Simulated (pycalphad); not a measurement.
All values are pycalphad results on the COST 507 light-alloy database (1999) (1 atm), not direct measurements. The database dates from 1999; later assessments differ in places, in temperatures and in the compounds included. Not assessed as a whole: an extrapolation from subsystems, which can miss ternary compounds. Amounts are mole fractions of atoms.

Problem. Give the equilibrium state of Al-1.09Sn-1.939Si (wt.%) at 770 K.

Solution. 
```
T = 770.00 K, P = 101325 Pa, N = 1 mol of atoms
G = -28498 J/mol, H = 13303 J/mol, S = 54.29 J/(mol K)  (SER reference)
chemical potentials (J/mol): Al -28597, Sn -51860, Si -20243
phase             fraction      x(Al)      x(Sn)      x(Si)
FCC_A1              0.9869     0.9912     0.0013     0.0074
DIAMOND_A4          0.0114    1.7e-07   3.33e-07     1.0000
LIQUID              0.0016     0.2612     0.7371     0.0017
```

Problem. Give the equilibrium state of Al-1.09Sn-1.939Si (wt.%) at 890 K.

Solution. fcc, fraction 0.759, with 0.15 Sn, 0.67 Si wt.%; liquid, fraction 0.241, with 3.9 Sn, 5.8 Si wt.%.

FCC_A1 is fcc; DIAMOND_A4 is diamond (Si).
